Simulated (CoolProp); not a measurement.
Diethyl ether along the isobar 0.827 MPa: fugacity coefficient from the reference equation and from simpler models built on Tc = 467.9 K, pc = 3.717 MPa, ω = 0.282; each cubic takes its own stable root.

The numbers come from the reference Helmholtz-energy equation of state, Thol 2014 in CoolProp.

```csv
T (K),phase,reference
455.7,gas,0.9179
466,gas,0.9241
476.2,gas,0.9297
486.5,gas,0.9349
496.7,gas,0.9395
507,gas,0.9438
517.2,gas,0.9477
527.5,gas,0.9513
537.7,gas,0.9547
548,gas,0.9577
```

Question: How far does each simpler model (van der Waals, Redlich-Kwong, Soave-Redlich-Kwong, Peng-Robinson) lie from the reference over these 10 states: mean and median of the absolute difference, and the worst?

Answer: 
- van der Waals: mean 0.5 %, median 0.3 %, worst +1.3 % at 455.7 K and 0.827 MPa
- Redlich-Kwong: mean 0.3 %, median 0.3 %, worst -0.5 % at 548 K and 0.827 MPa
- Soave-Redlich-Kwong: mean 0.0 %, median 0.0 %, worst +0.0 % at 455.7 K and 0.827 MPa
- Peng-Robinson: mean 0.8 %, median 0.8 %, worst -0.8 % at 476.2 K and 0.827 MPa
